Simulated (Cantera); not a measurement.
Feed: 1 mol c-C4F8, 0.012 mol HCl, equilibrated at 1.00 Torr.

Method: chemical equilibrium by Gibbs-energy minimisation in Cantera with the NASA 1993 tables (ideal gas, pure condensed phases). Candidate condensed phases: C, C6H6, C7H8, C8H18; 135 gas species. Ions and electrons are included (thermal ionisation). The feed counts by its element totals alone. Equilibrium is a limit: real reactors are often held back by kinetics, nucleation or transport.

Which condensed phases are stable at each of these points (T (K)): 2500, 2750, 3000, 3250, 3500, 3750, 4000, 4250, 4500, 4750, 5000?


| T (K) | condensed phases | C condensed (%) |
|---|---|---|
| 2500 | C(graphite) | 74.6 |
| 2750 | C(graphite) | 74.7 |
| 3000 | gas only | 0.0 |
| 3250 | gas only | 0.0 |
| 3500 | gas only | 0.0 |
| 3750 | gas only | 0.0 |
| 4000 | gas only | 0.0 |
| 4250 | gas only | 0.0 |
| 4500 | gas only | 0.0 |
| 4750 | gas only | 0.0 |
| 5000 | gas only | 0.0 |

From 2500 K to 2750 K the condensed part is C(graphite). From 3000 K to 5000 K nothing is condensed.
